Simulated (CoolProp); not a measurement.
Ethanol along the isotherm 582.4 K: density (kg/m³) from the reference equation and from simpler models built on Tc = 514.7 K, pc = 6.268 MPa, ω = 0.644; each cubic takes its own stable root.

Computed with CoolProp (reference Helmholtz-energy equation of state, Schroeder 2014).

| p (MPa) | phase | reference |
|---|---|---|
| 0.224 | gas | 2.144 |
| 0.448 | gas | 4.313 |
| 0.672 | gas | 6.509 |
| 0.895 | gas | 8.722 |
| 1.12 | gas | 10.98 |
| 1.34 | gas | 13.22 |
| 1.57 | gas | 15.59 |
| 1.79 | gas | 17.89 |
| 2.01 | gas | 20.23 |
| 2.24 | gas | 22.70 |
| 2.46 | gas | 25.10 |
| 2.69 | gas | 27.64 |
| 2.91 | gas | 30.11 |
| 3.13 | gas | 32.62 |

### Question
How far does each simpler model (van der Waals, Redlich-Kwong) lie from the reference over these 14 states: mean and median of the absolute difference, and the worst?

### Answer
- van der Waals: mean 1.8 %, median 1.8 %, worst +3.7 % at 582.4 K and 3.13 MPa
- Redlich-Kwong: mean 2.2 %, median 2.2 %, worst +4.4 % at 582.4 K and 3.13 MPa
